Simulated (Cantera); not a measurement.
A closed system holds: 1 mol CO₂, 0.075 mol H₂O, a varied amount of O₂, held at 2275 °C and 0.00120 bar.

Equilibrium computed with Cantera from the NASA thermochemical tables; the gas is ideal and each condensed phase is pure. Candidate condensed phases: C, C₆H₆, C₇H₈, C₈H₁₈, H₂O; 110 gas species. Rates play no part.

x: gas mole fraction; nothing condenses.

```tsv
n(O₂) (mol)	x O₂	x CO	x O	x CO₂	x H	x OH
0.067	0.157	0.432	0.209	0.125	0.0480	0.0193
0.14	0.175	0.407	0.221	0.125	0.0454	0.0192
0.29	?	?	?	0.121	?	0.0189
0.61	?	?	?	?	?	0.0176
1.3	0.345	0.211	0.310	0.0908	0.0248	0.0148
2.6	0.425	0.137	0.344	0.0654	0.0166	0.0110
5.5	0.495	0.0770	0.371	0.0396	0.00963	0.00687
```

Complete the blanks.


- 0.29, x O₂: 0.208
- 0.29, x CO: 0.363
- 0.29, x O: 0.241
- 0.29, x H: 0.0408
- 0.61, x O₂: 0.265
- 0.61, x CO: 0.296
- 0.61, x O: 0.272
- 0.61, x CO₂: 0.111
- 0.61, x H: 0.0338
